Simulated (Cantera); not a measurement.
Input (Python, Cantera) and output of one run.

```python
import numpy as np
import cantera as ct

gas_names = [...]  # 110 gases of nasa_gas.yaml made of C, H, O
cond_names = """
    C(gr) C6H6(L) C7H8(L) C8H18(L),n-octa H2O(s) H2O(L)
""".split()


# ... load() reads the species with a 1 bar reference pressure and builds the phases ...
atoms = {
    'C': {'C': 1},
    'CO2': {'C': 1, 'O': 2},
    'H2': {'H': 2},
}
top_T = {'C(gr)': 4500}  # K; cautious upper limits of use, not melting points


# ... equilibrate(T, P, feed) seeds the gas with the atoms and calls Mixture.equilibrate('TP', solver="vcs", rtol=1e-11, max_steps=5000) ...
results = []
feed = {'C': 1, 'CO2': 0.043, 'H2': 0.86}  # mol
P = 45  # Pa
for T in [748, 848, 948, 1048, 1148, 1248, 1348, 1448, 1548, 1648, 1748]:
    mix = equilibrate(T, P, feed)
    results.append((T, P, feed, dict(zip(mix.species_names, mix.species_moles))))

top = {s: max(r[3][s] / sum(r[3][g] for g in gas_names) for r in results) for s in gas_names}
cols = sorted((s for s in top if top[s] > 1e-05), key=lambda s: -top[s])[:9]
seen = [c for c in cond_names if any(r[3].get(c, 0) > 1e-12 for r in results)]
print("log10 of partial pressures in bar; condensed amounts in mol")
print(f"{'T/K':>10s}" + "".join(f"{s[:9]:>10s}" for s in cols + seen))
for T, P, feed, n in results:
    ng = sum(n[g] for g in gas_names)
    print(f"{T:10.4g}" + "".join(f"{np.log10(max(n[s] / ng * P / 1e5, 1e-99)):10.3f}" for s in cols)
          + "".join(f"{n.get(c, 0):10.4g}" for c in seen))
```

It prints:

```
log10 of partial pressures in bar; condensed amounts in mol
       T/K        H2        CO         H       H2O       CO2       CH4 C2H2,acet     C(gr)
       748    -3.388    -4.421   -14.235    -5.825    -6.064    -6.256   -16.304    0.9608
       848    -3.388    -4.390   -12.415    -6.910    -7.422    -6.970   -14.442    0.9571
       948    -3.388    -4.388   -10.975    -7.790    -8.533    -7.542   -12.976     0.957
      1048    -3.388    -4.388    -9.806    -8.505    -9.430    -8.010   -11.793     0.957
      1148    -3.388    -4.388    -8.839    -9.094   -10.167    -8.400   -10.818     0.957
      1248    -3.388    -4.388    -8.025    -9.589   -10.782    -8.729   -10.002     0.957
      1348    -3.388    -4.388    -7.330   -10.011   -11.302    -9.010    -9.308     0.957
      1448    -3.388    -4.388    -6.730   -10.373   -11.748    -9.253    -8.711     0.957
      1548    -3.389    -4.388    -6.206   -10.688   -12.133    -9.466    -8.193     0.957
      1648    -3.390    -4.389    -5.745   -10.965   -12.470    -9.653    -7.739    0.9569
      1748    -3.393    -4.390    -5.338   -11.213   -12.768    -9.822    -7.340    0.9568
```

Cantera equilibrium calculation (NASA polynomials, part measured and part estimated; ideal gas, pure solids and liquids).
